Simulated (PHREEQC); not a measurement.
# Copper plating or etch bath (model solution)

Consider water at 25 °C with 0.016 mol Cu(NO3)2, 0.0012 mol HNO3 and 0.12 mol H3BO3 per kg of water. Closed to the air; pH follows from the charge balance.

The numbers come from PHREEQC with the ion-association model, phreeqc.dat.

Precipitation was switched off in this run.

Question: Predict the pH.

Answer: pH 2.99.
